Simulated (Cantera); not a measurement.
CF4 + H2 (fluorocarbon and chlorocarbon gases)

A closed system holds: 1 mol CF4, 20 mol H2, equilibrated at 0.0260 bar.

Equilibrium computed with Cantera from the NASA thermochemical tables; the gas is ideal and each condensed phase is pure. Candidate condensed phases: C, C6H6, C7H8, C8H18; 110 gas species. Ions and electrons are included (thermal ionisation). The numbers say what is thermodynamically allowed, not how fast it happens.

```json
[
 {"T (°C)": "1727", "x H": "0.00907", "x H2": "0.809", "x HF": "0.181", "x F": "8.34e-7", "x C": "1.17e-9", "x C2H2 (acetylene)": "0.000622", "n C(graphite)": "0.972"},
 {"T (°C)": "1977", "x H": "0.0406", "x H2": "0.779", "x HF": "0.178", "x F": "9.43e-6", "x C": "1.40e-7", "x C2H2 (acetylene)": "0.00261", "n C(graphite)": "0.882"},
 {"T (°C)": "2227", "x H": "0.130", "x H2": "0.693", "x HF": "0.170", "x F": "6.65e-5", "x C": "6.40e-6", "x C2H2 (acetylene)": "0.00749", "n C(graphite)": "0.637"},
 {"T (°C)": "2477", "x H": "0.307", "x H2": "0.523", "x HF": "0.153", "x F": "0.000340", "x C": "0.000145", "x C2H2 (acetylene)": "0.0147", "n C(graphite)": "0.102"},
 {"T (°C)": "2727", "x H": "0.544", "x H2": "0.309", "x HF": "0.130", "x F": "0.00141", "x C": "0.00125", "x C2H2 (acetylene)": "0.00785", "n C(graphite)": "0"},
 {"T (°C)": "2977", "x H": "0.736", "x H2": "0.137", "x HF": "0.106", "x F": "0.00539", "x C": "0.00537", "x C2H2 (acetylene)": "0.00157", "n C(graphite)": "0"},
 {"T (°C)": "3227", "x H": "0.829", "x H2": "0.0512", "x HF": "0.0829", "x F": "0.0181", "x C": "0.0136", "x C2H2 (acetylene)": "0.000155", "n C(graphite)": "0"},
 {"T (°C)": "3477", "x H": "0.864", "x H2": "0.0193", "x HF": "0.0520", "x F": "0.0429", "x C": "0.0201", "x C2H2 (acetylene)": "8.16e-6", "n C(graphite)": "0"},
 {"T (°C)": "3727", "x H": "0.878", "x H2": "0.00789", "x HF": "0.0248", "x F": "0.0668", "x C": "0.0218", "x C2H2 (acetylene)": "3.53e-7", "n C(graphite)": "0"},
 {"T (°C)": "3977", "x H": "0.884", "x H2": "0.00352", "x HF": "0.0103", "x F": "0.0797", "x C": "0.0221", "x C2H2 (acetylene)": "1.94e-8", "n C(graphite)": "0"},
 {"T (°C)": "4227", "x H": "0.887", "x H2": "0.00171", "x HF": "0.00428", "x F": "0.0851", "x C": "0.0222", "x C2H2 (acetylene)": "1.44e-9", "n C(graphite)": "0"},
 {"T (°C)": "4477", "x H": "0.888", "x H2": "0.000892", "x HF": "0.00188", "x F": "0.0872", "x C": "0.0222", "x C2H2 (acetylene)": "1.39e-10", "n C(graphite)": "0"},
 {"T (°C)": "4727", "x H": "0.888", "x H2": "0.000496", "x HF": "0.000887", "x F": "0.0881", "x C": "0.0222", "x C2H2 (acetylene)": "1.70e-11", "n C(graphite)": "0"}
]
```
x: gas mole fraction; n: condensed amount in mol.

From 1727 °C to 2477 °C the condensed part is C(graphite). From 2727 °C to 4727 °C nothing is condensed. The main C-bearing gas is C2H2 (acetylene) at 1727 °C and C at 4727 °C.
